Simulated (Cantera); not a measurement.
**Ignition delay**

Mixture: CO : H2 : CH4 : O2 : N2 : H2O = 1 : 0.13 : 1.4 : 5.26 : 26.3 : 3.3 (molar parts), at 100000 Pa, adiabatic and at constant volume. Ignition delay is the time to a rise of 400 K.

Model: GRI-Mech 3.0 (53 species, 325 reactions), integrated in Cantera.

```tsv
T0 (K)	delay (ms)
1150	33.4
1225	14.2
1300	6.10
1375	2.74
1450	1.31
```

- apparent activation energy between 1300 and 1450 K: 160 kJ/mol
